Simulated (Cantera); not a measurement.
An adiabatic, constant-volume homogeneous reactor starts with 6.79 % CH4, 9.03 % O2, 73.3 % N2, 10.9 % H2O, at 1073 K and 500000 Pa.

Detailed kinetics in Cantera: GRI-Mech 3.0 (53 species, 325 reactions).

Predict: time of steepest temperature rise; temperature at 6.00 s; equilibrium temperature; x(O2) at 6.00 s; x(H2O) at 6.00 s; x(CH2O) at 6.00 s; x(N2O) at 6.00 s.


```
Property                                                            Result
---------------------------------  ---------------------------------------
time of steepest temperature rise                                  0.136 s
temperature at 6.00 s                                               2074 K
equilibrium temperature                                             2074 K
x(O2) at 6.00 s                    3.29e-7 (gas-phase equilibrium 3.29e-7)
x(H2O) at 6.00 s                       0.184 (gas-phase equilibrium 0.184)
x(CH2O) at 6.00 s                  7.56e-9 (gas-phase equilibrium 7.56e-9)
x(N2O) at 6.00 s                   1.85e-9 (gas-phase equilibrium 1.85e-9)
```
